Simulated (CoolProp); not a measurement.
Dimethyl carbonate along the isobar 16.3 MPa: Z from the reference equation and from simpler models built on Tc = 557.0 K, pc = 4.909 MPa, ω = 0.346; each cubic takes its own stable root.

Computed with CoolProp (reference Helmholtz-energy equation of state, Zhou 2011).

```csv
T (K),phase,reference,van der Waals,Redlich-Kwong,Soave-Redlich-Kwong,Peng-Robinson
300.6,liquid,0.5466,0.9183,0.6333,0.6162,0.5489
330.6,liquid,0.5148,0.8544,0.5938,0.5757,0.5123
360.5,liquid,0.4899,0.8029,0.5633,0.5445,0.4841
390.4,liquid,0.4705,0.7610,0.5399,0.5208,0.4627
420.4,liquid,0.4559,0.7267,0.5225,0.5037,0.4474
450.3,liquid,0.4458,0.6991,0.5107,0.4930,0.4380
480.3,liquid,0.4400,0.6771,0.5040,0.4884,0.4344
510.2,liquid,0.4391,0.6601,0.5025,0.4907,0.4375
540.1,liquid,0.4444,0.6478,0.5063,0.5010,0.4485
570.1,supercritical,0.4586,0.6400,0.5161,0.5212,0.4695
600,supercritical,0.4865,0.6367,0.5324,0.5533,0.5029
```
